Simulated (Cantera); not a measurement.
# Equilibrium for nitride etching: AlN + Cl₂ + H₂

A closed system holds: 1 mol AlN, 20 mol Cl₂, a varied amount of H₂, held at 1573 K and 1.00 bar.

Cantera equilibrium calculation (NASA polynomials, part measured and part estimated; ideal gas, pure solids and liquids). Candidate condensed phases: Al, AlCl₃, AlN, NH₄Cl; 20 gas species. The tables' values for AlCl₂ are old estimates; treat these amounts as uncertain. Equilibrium is a limit: real reactors are often held back by kinetics, nucleation or transport.

| n(H₂) (mol) | x HCl | x Cl₂ | x H₂ | x Cl | x AlCl₃ | x N₂ |
|---|---|---|---|---|---|---|
| 1.8 | 0.159 | 0.697 | 4.33e-9 | 0.0780 | 0.0441 | 0.0220 |
| 2.3 | 0.198 | 0.661 | 7.14e-9 | 0.0759 | 0.0431 | 0.0216 |
| 3 | 0.251 | 0.613 | 1.23e-8 | 0.0731 | 0.0419 | 0.0209 |
| 3.9 | 0.315 | 0.555 | 2.14e-8 | 0.0696 | 0.0404 | 0.0202 |
| 5 | 0.387 | 0.490 | 3.66e-8 | 0.0653 | 0.0387 | 0.0193 |
| 6.4 | 0.470 | 0.414 | 6.39e-8 | 0.0601 | 0.0367 | 0.0184 |
| 8.2 | 0.566 | 0.329 | 1.17e-7 | 0.0535 | 0.0345 | 0.0173 |
| 11 | 0.694 | 0.215 | 2.69e-7 | 0.0433 | 0.0316 | 0.0158 |
| 14 | 0.811 | 0.114 | 6.87e-7 | 0.0316 | 0.0289 | 0.0145 |
| 18 | 0.943 | 0.00875 | 1.22e-5 | 0.00873 | 0.0262 | 0.0131 |
| 23 | 0.860 | 8.47e-7 | 0.105 | 8.59e-5 | 0.0232 | 0.0116 |
| 29 | 0.755 | 3.19e-7 | 0.214 | 5.27e-5 | 0.0203 | 0.0102 |
x: gas mole fraction; nothing condenses.

From 1.8 mol H₂ to 29 mol H₂ nothing is condensed. The main Al-bearing gas is AlCl₃ throughout.
